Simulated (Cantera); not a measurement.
Input (Python, Cantera) and output of one run.

```python
import numpy as np
import cantera as ct

gas_names = """
    CL CL2 H HCL H2 N NH NH2 NH3 N2 N2H2 N2H4 Si SiCL SiCL2 SiCL3 SiCL4 SiH SiHCL3 SiH2 SiH2CL2 SiH3
    SiH3CL SiH4 SiN Si2 Si2N Si3
""".split()
cond_names = """
    NH4CL(a) NH4CL(b) Si(cr) Si(L) Si3N4(a)
""".split()


def load(file, names, dense=False):
    # The tables refer to 1 bar. Condensed volumes are neglected.
    table = {s.name: s for s in ct.Species.list_from_file(file)}
    out = []
    for n in names:
        d = dict(table[n].input_data)
        d["thermo"] = dict(d["thermo"], **{"reference-pressure": 1e5})
        if dense:
            d["equation-of-state"] = {"model": "constant-volume", "density": "1e6 g/cm^3"}
        out.append(ct.Species.from_dict(d))
    return out


gas = ct.Solution(thermo="ideal-gas", species=load("nasa_gas.yaml", gas_names))
cond = {s.name: ct.Solution(thermo="fixed-stoichiometry", species=[s], name=s.name)
        for s in load("nasa_condensed.yaml", cond_names, dense=True)}
atoms = {
    'SiHCl3': {'Si': 1, 'H': 1, 'CL': 3},
    'NH3': {'N': 1, 'H': 3},
}
top_T = {'Si3N4(a)': 2400}  # K; cautious upper limits of use, not melting points


def equilibrate(T, P, feed):
    n = {}
    for name, mol in feed.items():
        for a, k in atoms[name].items():
            n[a] = n.get(a, 0.0) + k * mol
    gas.TPX = T, P, n
    mass = sum(n.values()) * gas.mean_molecular_weight
    gas.equilibrate("TP")
    valid = [c for c in cond.values() if c.min_temp <= T <= top_T.get(c.name, c.max_temp)]
    mix = ct.Mixture([(gas, mass / gas.mean_molecular_weight)] + [(c, 0.0) for c in valid])
    mix.T, mix.P = T, P
    mix.equilibrate("TP", solver="vcs", rtol=1e-11, max_steps=5000)
    return mix


results = []
feed = {'SiHCl3': 1, 'NH3': 8.2}  # mol
T = 1623  # K
P = 133.322  # Pa
mix = equilibrate(T, P, feed)
results.append((T, P, feed, dict(zip(mix.species_names, mix.species_moles))))
x = sorted(zip(gas.X, gas.species_names), reverse=True)
print(f"T = {T:g} K  P = {P:g} Pa  gas = {mix.phase_moles(0):.4g} mol")
print("   x: " + "  ".join(f"{s} {v:.3e}" for v, s in x if v > 1e-06))
print("   condensed (mol): " + ("  ".join(f"{mix.phase(i).name} {mix.phase_moles(i):.4g}"
      for i in range(1, mix.n_phases) if mix.phase_moles(i) > 1e-12) or "none"))
```

Output:

```
T = 1623 K  P = 133.322 Pa  gas = 18.42 mol
   x: H2 6.518e-01  N2 2.226e-01  HCL 8.483e-02  SiCL2 3.862e-02  H 1.528e-03  SiCL3 1.780e-04  CL 1.567e-04  SiCL 1.247e-04  Si 1.173e-04  SiH 6.941e-06  SiH2 4.216e-06  Si2N 2.746e-06  SiHCL3 2.280e-06  SiCL4 1.915e-06  SiN 1.600e-06
   condensed (mol): Si(cr) 0.2806
```

Equilibrium computed with Cantera from the NASA thermochemical tables; the gas is ideal and each condensed phase is pure. The tables' values for SiCl3, SiCl are old estimates; treat these amounts as uncertain.
